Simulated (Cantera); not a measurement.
Moist CO burnout

An isothermal, constant-pressure homogeneous reactor starts with CO : O2 : H2O : N2 = 0.0053 : 0.028 : 0.0056 : 1 (molar parts), at 1375 K and 0.987 atm.

Detailed kinetics in Cantera: GRI-Mech 3.0 (53 species, 325 reactions).

| t (s) | x CO | x O2 | x H2O | x H2 | x NO2 | x O |
|---|---|---|---|---|---|---|
| 0.000700 | 0.00510 | 0.0270 | 0.00539 | 1.34e-8 | <1e-12 | 3.55e-7 |
| 0.00129 | 0.00508 | 0.0269 | 0.00539 | 4.93e-7 | <1e-12 | 1.09e-5 |
| 0.00238 | 0.00390 | 0.0261 | 0.00521 | 4.34e-5 | 3.34e-11 | 0.000434 |
| 0.00439 | 0.00130 | 0.0249 | 0.00525 | 3.80e-5 | 4.64e-10 | 0.000313 |
| 0.00810 | 0.000366 | 0.0246 | 0.00534 | 1.13e-5 | 1.31e-9 | 9.13e-5 |
| 0.0149 | 0.000103 | 0.0245 | 0.00537 | 3.26e-6 | 2.40e-9 | 2.67e-5 |
| 0.0276 | 2.83e-5 | 0.0245 | 0.00539 | 9.75e-7 | 3.12e-9 | 8.17e-6 |
| 0.0508 | 7.36e-6 | 0.0245 | 0.00540 | 3.08e-7 | 3.01e-9 | 2.65e-6 |
| 0.0937 | 1.77e-6 | 0.0245 | 0.00540 | 1.06e-7 | 2.34e-9 | 9.44e-7 |
| 0.173 | 3.85e-7 | 0.0245 | 0.00540 | 4.19e-8 | 1.67e-9 | 3.87e-7 |
| 0.319 | 8.48e-8 | 0.0245 | 0.00540 | 2.06e-8 | 1.28e-9 | 1.95e-7 |
| 0.588 | 3.06e-8 | 0.0245 | 0.00540 | 1.32e-8 | 1.12e-9 | 1.25e-7 |
| 1.08 | 2.18e-8 | 0.0245 | 0.00540 | 1.09e-8 | 1.08e-9 | 1.03e-7 |
| 2.00 | 2.08e-8 | 0.0245 | 0.00540 | 1.06e-8 | 1.08e-9 | 1.00e-7 |
x: mole fraction; the columns are a selection and need not sum to one.

Equilibrium at this temperature and pressure: CO 2.09e-8, O2 0.0243, H2O 0.00540, H2 1.07e-8, NO2 6.56e-7, O 1.00e-7 (gas phase only).
